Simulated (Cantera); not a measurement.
Cantera run:

```python
import numpy as np
import cantera as ct

gas_names = """
    N NO NO2 NO3 N2 N2O O O2 O3 S SN SO SO2 SO3 S2 S2O S8
""".split()
cond_names = """
    S(cr1) S(cr2) S(L)
""".split()


# ... load() reads the species with a 1 bar reference pressure and builds the phases ...
atoms = {
    'S': {'S': 1},
    'O2': {'O': 2},
    'N2': {'N': 2},
}
top_T = {}  # K; cautious upper limits of use, not melting points


# ... equilibrate(T, P, feed) seeds the gas with the atoms and calls Mixture.equilibrate('TP', solver="vcs", rtol=1e-11, max_steps=5000) ...
results = []
feed = {'S': 1, 'O2': 0.061, 'N2': 5.6}  # mol
T = 2623  # K
P = 12000  # Pa
mix = equilibrate(T, P, feed)
results.append((T, P, feed, dict(zip(mix.species_names, mix.species_moles))))
x = sorted(zip(gas.X, gas.species_names), reverse=True)
print(f"T = {T:g} K  P = {P:g} Pa  gas = {mix.phase_moles(0):.4g} mol")
print("   x: " + "  ".join(f"{s} {v:.3e}" for v, s in x if v > 0.001))
print("   condensed (mol): " + ("  ".join(f"{mix.phase(i).name} {mix.phase_moles(i):.4g}"
      for i in range(1, mix.n_phases) if mix.phase_moles(i) > 1e-12) or "none"))
```

Output:

```
T = 2623 K  P = 12000 Pa  gas = 6.3 mol
   x: N2 8.888e-01  S2 4.783e-02  S 4.528e-02  SO 1.613e-02  SO2 1.373e-03
   condensed (mol): none
```

Method: chemical equilibrium by Gibbs-energy minimisation in Cantera with the NASA 1993 tables (ideal gas, pure condensed phases).
